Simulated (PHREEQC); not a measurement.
Make-up at 60 °C: 0.00049 mol/kgw Ag2SO4, 0.064 mol/kgw NaNO3 and 0.0017 mol/kgw Cu(NO3)2. Closed to the air; pH follows from the charge balance.

All values are PHREEQC results (ion-association model, wateq4f.dat), not measurements.

No solid was allowed to form.

**Question.** What pH does the model give?

**Answer.** pH 4.90.

**Question.** In which forms is S present?

**Answer.** SO4-2 81 %, NaSO4- 12 %, CuSO4 5.5 %, AgSO4- 0.8 % of the S.

Examples of supersaturated solids here: Tenorite (slow to form). Others may be too. Species that the database lacks are ignored. Away from 25 °C the constants follow the database's enthalpies or fits; those with neither stay at their 25 °C values.
